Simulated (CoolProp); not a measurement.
Properties of n-perfluorohexane along the isotherm 176.85 °C (Tc = 174.9 °C, pc = 17.42 bar, ω = 0.497).

Values from CoolProp's reference Helmholtz-energy equation of state, Gao 2022.

```json
[
 {"p (bar)": "2.9", "phase": "gas", "Z": "0.9401", "Joule-Thomson coefficient (K/MPa)": "8.549", "isothermal compressibility (1/MPa)": "3.678", "fugacity coefficient": "0.9431"},
 {"p (bar)": "5.81", "phase": "gas", "Z": "0.8738", "Joule-Thomson coefficient (K/MPa)": "9.645", "isothermal compressibility (1/MPa)": "1.997", "fugacity coefficient": "0.8867"},
 {"p (bar)": "8.71", "phase": "gas", "Z": "0.7991", "Joule-Thomson coefficient (K/MPa)": "11.21", "isothermal compressibility (1/MPa)": "1.494", "fugacity coefficient": "0.8310"},
 {"p (bar)": "11.6", "phase": "gas", "Z": "0.7117", "Joule-Thomson coefficient (K/MPa)": "13.64", "isothermal compressibility (1/MPa)": "1.331", "fugacity coefficient": "0.7755"},
 {"p (bar)": "14.5", "phase": "gas", "Z": "0.6001", "Joule-Thomson coefficient (K/MPa)": "18.12", "isothermal compressibility (1/MPa)": "1.447", "fugacity coefficient": "0.7190"},
 {"p (bar)": "17.4", "phase": "gas", "Z": "0.4105", "Joule-Thomson coefficient (K/MPa)": "29.03", "isothermal compressibility (1/MPa)": "3.371", "fugacity coefficient": "0.6590"},
 {"p (bar)": "20.3", "phase": "supercritical", "Z": "0.2007", "Joule-Thomson coefficient (K/MPa)": "6.286", "isothermal compressibility (1/MPa)": "0.4116", "fugacity coefficient": "0.5867"},
 {"p (bar)": "23.2", "phase": "supercritical", "Z": "0.2125", "Joule-Thomson coefficient (K/MPa)": "3.475", "isothermal compressibility (1/MPa)": "0.1797", "fugacity coefficient": "0.5276"},
 {"p (bar)": "26.1", "phase": "supercritical", "Z": "0.2294", "Joule-Thomson coefficient (K/MPa)": "2.438", "isothermal compressibility (1/MPa)": "0.1160", "fugacity coefficient": "0.4813"},
 {"p (bar)": "29", "phase": "supercritical", "Z": "0.2476", "Joule-Thomson coefficient (K/MPa)": "1.877", "isothermal compressibility (1/MPa)": "0.08594", "fugacity coefficient": "0.4442"},
 {"p (bar)": "31.9", "phase": "supercritical", "Z": "0.2664", "Joule-Thomson coefficient (K/MPa)": "1.520", "isothermal compressibility (1/MPa)": "0.06840", "fugacity coefficient": "0.4138"},
 {"p (bar)": "34.8", "phase": "supercritical", "Z": "0.2854", "Joule-Thomson coefficient (K/MPa)": "1.269", "isothermal compressibility (1/MPa)": "0.05688", "fugacity coefficient": "0.3886"},
 {"p (bar)": "37.7", "phase": "supercritical", "Z": "0.3045", "Joule-Thomson coefficient (K/MPa)": "1.082", "isothermal compressibility (1/MPa)": "0.04873", "fugacity coefficient": "0.3672"},
 {"p (bar)": "40.6", "phase": "supercritical", "Z": "0.3236", "Joule-Thomson coefficient (K/MPa)": "0.9359", "isothermal compressibility (1/MPa)": "0.04265", "fugacity coefficient": "0.3490"},
 {"p (bar)": "43.5", "phase": "supercritical", "Z": "0.3427", "Joule-Thomson coefficient (K/MPa)": "0.8189", "isothermal compressibility (1/MPa)": "0.03794", "fugacity coefficient": "0.3333"}
]
```
